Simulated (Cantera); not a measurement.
Input: 1 mol SiHCl3, 0.032 mol HCl, 75 mol N2, held at 13.3 mbar.

Method: chemical equilibrium by Gibbs-energy minimisation in Cantera with the NASA 1993 tables (ideal gas, pure condensed phases). Candidate condensed phases: NH4Cl, Si, Si3N4; 28 gas species. N2 is the only nitrogen source here; it is nearly inert below about 1500 K, so the nitride shown seldom forms there in practice. The tables' values for SiCl3 are old estimates; treat these amounts as uncertain. Kinetics and transport are ignored. All values below are at 1400 K.

Base state: N2 0.977, HCl 0.0125, SiCl2 0.00560, SiCl4 0.00257, SiCl3 0.00184, H2 0.000477, Cl 1.99e-5 (mole fractions); condensed: Si3N4(s).

Q: What changes in the equilibrium state with this change: SiHCl3 replaced by Si2Cl6?

A: 
```
species          before     after
-------------  --------  --------
N2                0.977     0.974
SiCl2           0.00560    0.0105
SiCl4           0.00257    0.0104
HCl              0.0125  0.000414
H2             0.000477   2.41e-7
SiCl3           0.00184   0.00507
Cl              1.99e-5   2.93e-5
Si3N4(s), mol    0.0773         0
```
The feed counts by its element totals alone.
